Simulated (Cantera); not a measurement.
Input: 1 mol SiC, a varied amount of CO₂, 28 mol H₂, held at 1402 °C and 11.0 Pa.

Cantera equilibrium calculation (NASA polynomials, part measured and part estimated; ideal gas, pure solids and liquids). Candidate condensed phases: C, C₆H₆, C₇H₈, C₈H₁₈, H₂O, Si, SiC, SiO₂; 123 gas species. Rates play no part.

Q: What share of the Si ends up in condensed phases as a function of n(CO₂) (mol), at 0.036, 0.087, 0.14, 0.19, 0.24, 0.29, 0.34, 0.39, 0.44, 0.49, 0.55?

A: 
```tsv
n(CO₂) (mol)	Si condensed (%)	as
0.036	97.6	SiC(s)
0.087	95.0	SiC(s)
0.14	92.3	SiC(s)
0.19	89.8	SiC(s)
0.24	87.3	SiC(s)
0.29	84.8	SiC(s)
0.34	82.3	SiC(s)
0.39	79.8	SiC(s)
0.44	77.3	SiC(s)
0.49	74.8	SiC(s)
0.55	71.8	SiC(s)
```
